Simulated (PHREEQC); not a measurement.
1 kg of water holding 0.0059 mol Na2SO4, 0.22 mol NaCl, 0.01 mol KCl, 0.014 mol Na2CO3 and 0.037 mol NaHCO3 is evaporated at 25 °C; the solids stay in contact with the brine. CO2 is held at log p = -3.4 (atm). Solids allowed: Arcanite, Burkeite, Glaserite, Halite, Kalicinite, Mirabilite, Misenite, Nahcolite, Natron, Sylvite, Thenardite, Trona. Others were left out.

The series has 28 steps of water left (kg), from 1 to 0.004446.

Equilibrium calculation in PHREEQC: Pitzer model, pitzer.dat.

### Question
Which solids form, in which order, and at which step of the series does each first stand?

### Answer
Trona from water left = 0.04358 kg (pH 9.75); Halite from water left = 0.03566 kg (pH 9.73); Glaserite from water left = 0.008534 kg (pH 9.76).

Species that the database lacks are ignored.
